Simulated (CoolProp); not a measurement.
A single-stage vapour-compression cycle with the fluid: evaporating at 309.15 K (dew point), condensing at 335.15 K (bubble point), superheat 0 K, subcooling 8 K, compressor efficiency 0.7, no pressure losses. The same conditions are run with several fluids, on thermodynamics alone (safety and materials aside).

The numbers come from the reference Helmholtz-energy equation of state of each fluid (R115: Lemmon 2016; R245ca: Zhou 2016; dimethyl ether: Wu 2011; R123: Younglove 1994; trans-2-butene: Lemmon 2005; n-heptane: Span 2003) in CoolProp.

Task: Rank R115, R245ca, dimethyl ether, R123, trans-2-butene, n-heptane by cooling COP, highest first.

Result: n-heptane (8.00), R123 (7.94), R245ca (7.89), trans-2-butene (7.84), dimethyl ether (7.67), R115 (6.64)

```json
[
 {"fluid": "R115", "pressure ratio": "1.80", "discharge temperature (K)": "336.9", "refrigerating effect (kJ/kg)": "65.1", "volumetric capacity (kJ/m³)": "6240"},
 {"fluid": "R245ca", "pressure ratio": "2.31", "discharge temperature (K)": "335.9", "refrigerating effect (kJ/kg)": "172", "volumetric capacity (kJ/m³)": "1430"},
 {"fluid": "dimethyl ether", "pressure ratio": "1.89", "discharge temperature (K)": "346.3", "refrigerating effect (kJ/kg)": "337", "volumetric capacity (kJ/m³)": "5660"},
 {"fluid": "R123", "pressure ratio": "2.24", "discharge temperature (K)": "339.3", "refrigerating effect (kJ/kg)": "148", "volumetric capacity (kJ/m³)": "1250"},
 {"fluid": "trans-2-butene", "pressure ratio": "2.00", "discharge temperature (K)": "339.8", "refrigerating effect (kJ/kg)": "325", "volumetric capacity (kJ/m³)": "2560"},
 {"fluid": "n-heptane", "pressure ratio": "2.94", "discharge temperature (K)": "335.1", "refrigerating effect (kJ/kg)": "317", "volumetric capacity (kJ/m³)": "128"}
]
```

The compression ends wet for: n-heptane.
